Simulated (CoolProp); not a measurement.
A Linde-Hampson liquefier for normal hydrogen: isothermal reversible compression at 200 K from 1 atm to 5 MPa, throttling to 1 atm, return gas leaving the recuperator 0 K below the feed. Each further row changes one setting.

Values from CoolProp's reference Helmholtz-energy equation of state, Leachman 2009.

```tsv
case	compression work (kJ/kg of gas)
as stated	3240
high pressure 10 MPa	3850
warm-end temperature 230 K	3730
warm-end gap 5 K	3240
```
